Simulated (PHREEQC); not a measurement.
Make-up at 25 °C: 0.18 mol HF, 0.0096 mol (NH4)2SiF6 and 0.0063 mol Na2CO3 per kg of water. Closed to the air; pH follows from the charge balance.

Computed with PHREEQC (ion-association model, phreeqc.dat).

Problem. The ionic strength comes out as 0.0514 mol/kgw. What activity coefficients do SiF6-2, H+, NH4+, Na+, HF2- get?

Solution. SiF6-2 0.46, H+ 0.85, NH4+ 0.80, Na+ 0.82, HF2- 0.82.

This is a speciation only: nothing precipitates in the calculation. SiF6-2 is the database's only silicon fluoride.
